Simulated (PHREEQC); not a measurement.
# Alkaline etch or developer: speciation

Dissolve 57 mmol/kgw TMAH and 0.036 mmol/kgw H4SiO4 at 20 °C. Closed to the air; pH follows from the charge balance.

Computed with PHREEQC (ion-association model, phreeqc.dat).

Each row changes one thing in this solution. Precipitation was switched off in this run.

```json
[
 {"case": "as made", "pH": "12.83", "H3SiO4- (mol/kgw)": "2.28e-5", "H2SiO4-2 (mol/kgw)": "1.31e-5", "H4SiO4 (mol/kgw)": "2.21e-8", "SI of Quartz (SiO2)": "-3.59"},
 {"case": "H4SiO4 replaced by H2SiF6 at the same molality", "pH": "12.82", "H3SiO4- (mol/kgw)": "2.28e-5", "H2SiO4-2 (mol/kgw)": "1.31e-5", "H4SiO4 (mol/kgw)": "2.22e-8", "SI of Quartz (SiO2)": "-3.59"},
 {"case": "H4SiO4 replaced by Na2SiF6 at the same molality", "pH": "12.82", "H3SiO4- (mol/kgw)": "2.28e-5", "H2SiO4-2 (mol/kgw)": "1.31e-5", "H4SiO4 (mol/kgw)": "2.21e-8", "SI of Quartz (SiO2)": "-3.59"},
 {"case": "temperature from 20 to 15 °C", "pH": "13.01", "H3SiO4- (mol/kgw)": "2.24e-5", "H2SiO4-2 (mol/kgw)": "1.36e-5", "H4SiO4 (mol/kgw)": "1.74e-8", "SI of Quartz (SiO2)": "-3.62"},
 {"case": "H4SiO4 from 3.6e-05 to 0.00018 mol/kgw", "pH": "12.82", "H3SiO4- (mol/kgw)": "0.000114", "H2SiO4-2 (mol/kgw)": "6.56e-5", "H4SiO4 (mol/kgw)": "…", "SI of Quartz (SiO2)": "-2.89"},
 {"case": "diluted 100-fold with water", "pH": "…", "H3SiO4- (mol/kgw)": "3.27e-7", "H2SiO4-2 (mol/kgw)": "1.39e-9", "H4SiO4 (mol/kgw)": "…", "SI of Quartz (SiO2)": "…"},
 {"case": "temperature from 20 to 10 °C", "pH": "13.19", "H3SiO4- (mol/kgw)": "2.19e-5", "H2SiO4-2 (mol/kgw)": "1.41e-5", "H4SiO4 (mol/kgw)": "1.36e-8", "SI of Quartz (SiO2)": "-3.65"},
 {"case": "TMAH from 0.057 to 0.114 mol/kgw", "pH": "13.10", "H3SiO4- (mol/kgw)": "1.60e-5", "H2SiO4-2 (mol/kgw)": "2.00e-5", "H4SiO4 (mol/kgw)": "7.66e-9", "SI of Quartz (SiO2)": "-4.05"}
]
```

Q: Some entries are withheld; supply them.

A: 
- H4SiO4 from 3.6e-05 to 0.00018 mol/kgw, H4SiO4 (mol/kgw): 1.11e-7
- diluted 100-fold with water, pH: 10.91
- diluted 100-fold with water, H4SiO4 (mol/kgw): 3.19e-8
- diluted 100-fold with water, SI of Quartz (SiO2): -3.44

Species that the database lacks are ignored. (CH3)4N+ isn't in the database: it is added as a free cation with an ion size of 4 Å. At this temperature some constants are extrapolated from 25 °C, and those without enthalpy data are left unchanged. SiF6-2 is the database's only silicon fluoride.
